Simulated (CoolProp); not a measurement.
Vapour-liquid equilibrium of R125 (1) + R1234yf (2) at 281 K; x and y are mole fractions of (1).

Model: multi-fluid Helmholtz-energy mixture model, Lemmon 2005 and Lemmon 2022; pair parameters Bell 2023, in CoolProp.

| x | bubble pressure (bar) | y at the bubble point | dew pressure at overall composition x (bar) | liquid density (mol/L) |
|---|---|---|---|---|
| 0.05 | 4.304 | 0.091 | 4.205 | 10.12 |
| 0.15 | 4.733 | 0.249 | 4.455 | (withheld) |
| 0.25 | 5.163 | 0.383 | 4.735 | 10.22 |
| 0.35 | 5.595 | 0.499 | 5.050 | 10.27 |
| 0.45 | (withheld) | 0.600 | 5.404 | 10.33 |
| 0.55 | 6.470 | 0.690 | 5.807 | (withheld) |
| 0.65 | 6.915 | 0.770 | (withheld) | 10.45 |
| 0.75 | 7.366 | 0.843 | 6.797 | (withheld) |
| 0.85 | 7.825 | 0.910 | 7.410 | 10.58 |
| 0.95 | (withheld) | 0.971 | 8.126 | 10.65 |

**Question.** What belongs in the gaps?

**Answer.** 
- 0.15, liquid density (mol/L): 10.17
- 0.45, bubble pressure (bar): 6.030
- 0.55, liquid density (mol/L): 10.39
- 0.65, dew pressure at overall composition x (bar): 6.268
- 0.75, liquid density (mol/L): 10.51
- 0.95, bubble pressure (bar): 8.292

No azeotrope shows between x = 0.05 and 0.95.

Pair parameters are fitted to limited data, so mixtures are less certain than the pure fluids.
